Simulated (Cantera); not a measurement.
A Cantera script and what it prints.

```python
import numpy as np
import cantera as ct

gas_names = """
    Fe FeO Fe(OH)2 H HO2 H2 H2O H2O2 O OH O2 O3
""".split()
cond_names = """
    Fe(a) Fe(c) Fe(d) Fe(L) FeO(s) FeO(L) Fe(OH)2(s) Fe(OH)3(s) Fe2O3(s) Fe3O4(s) H2O(s) H2O(L)
""".split()


# ... load() reads the species with a 1 bar reference pressure and builds the phases ...
atoms = {
    'Fe2O3': {'Fe': 2, 'O': 3},
    'H2': {'H': 2},
    'H2O': {'H': 2, 'O': 1},
}
top_T = {'Fe2O3(s)': 1830, 'Fe3O4(s)': 1870}  # K; cautious upper limits of use, not melting points


# ... equilibrate(T, P, feed) seeds the gas with the atoms and calls Mixture.equilibrate('TP', solver="vcs", rtol=1e-11, max_steps=5000) ...
results = []
feed = {'Fe2O3': 1, 'H2': 57, 'H2O': 0.23}  # mol
T = 2223.15  # K
P = 170  # Pa
mix = equilibrate(T, P, feed)
results.append((T, P, feed, dict(zip(mix.species_names, mix.species_moles))))
x = sorted(zip(gas.X, gas.species_names), reverse=True)
print(f"T = {T:g} K  P = {P:g} Pa  gas = {mix.phase_moles(0):.4g} mol")
print("   x: " + "  ".join(f"{s} {v:.3e}" for v, s in x if v > 1e-06))
print("   condensed (mol): " + ("  ".join(f"{mix.phase(i).name} {mix.phase_moles(i):.4g}"
      for i in range(1, mix.n_phases) if mix.phase_moles(i) > 1e-12) or "none"))
```

It prints:

```
T = 2223.15 K  P = 170 Pa  gas = 63.65 mol
   x: H2 7.805e-01  H 1.374e-01  H2O 4.927e-02  Fe 3.136e-02  OH 1.253e-03  O 1.529e-04  FeO 6.380e-05  O2 4.062e-06
   condensed (mol): none
```

These are equilibrium values from Cantera (NASA tables, ideal gas, pure condensed phases), not measurements of a reactor.
